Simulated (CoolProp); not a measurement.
Vapour-liquid equilibrium of ethane (1) + hydrogen sulfide (2) at -36.45 °C; x and y are mole fractions of (1).

Computed with CoolProp (multi-fluid Helmholtz-energy mixture model, Bücker 2006 and Lemmon 2006; pair parameters Kunz 2012).

```json
[
 {"x": "0.05", "bubble pressure (MPa)": "0.4490", "y at the bubble point": "0.353", "dew pressure at overall composition x (MPa)": "0.3117", "liquid density (mol/L)": "25.62"},
 {"x": "0.2", "bubble pressure (MPa)": "?", "y at the bubble point": "0.603", "dew pressure at overall composition x (MPa)": "?", "liquid density (mol/L)": "23.10"},
 {"x": "0.35", "bubble pressure (MPa)": "0.7681", "y at the bubble point": "0.668", "dew pressure at overall composition x (MPa)": "0.4470", "liquid density (mol/L)": "?"},
 {"x": "0.5", "bubble pressure (MPa)": "0.8138", "y at the bubble point": "0.709", "dew pressure at overall composition x (MPa)": "0.5658", "liquid density (mol/L)": "19.36"},
 {"x": "0.65", "bubble pressure (MPa)": "0.8496", "y at the bubble point": "0.757", "dew pressure at overall composition x (MPa)": "0.7445", "liquid density (mol/L)": "?"},
 {"x": "0.8", "bubble pressure (MPa)": "?", "y at the bubble point": "0.828", "dew pressure at overall composition x (MPa)": "?", "liquid density (mol/L)": "16.85"},
 {"x": "0.95", "bubble pressure (MPa)": "0.8799", "y at the bubble point": "0.945", "dew pressure at overall composition x (MPa)": "0.8793", "liquid density (mol/L)": "15.92"}
]
```

Question: Some entries are withheld; supply them.

Answer: 
- 0.2, bubble pressure (MPa): 0.6823
- 0.2, dew pressure at overall composition x (MPa): 0.3677
- 0.35, liquid density (mol/L): 21.05
- 0.65, liquid density (mol/L): 17.98
- 0.8, bubble pressure (MPa): 0.8763
- 0.8, dew pressure at overall composition x (MPa): 0.8689

y crosses x between x = 0.8 and 0.95: the model has an azeotrope there.

The pair parameters rest on a limited set of measurements; away from them the model extrapolates. With so large a gap from Raoult's law the liquid may split in two, which this calculation doesn't test in full.
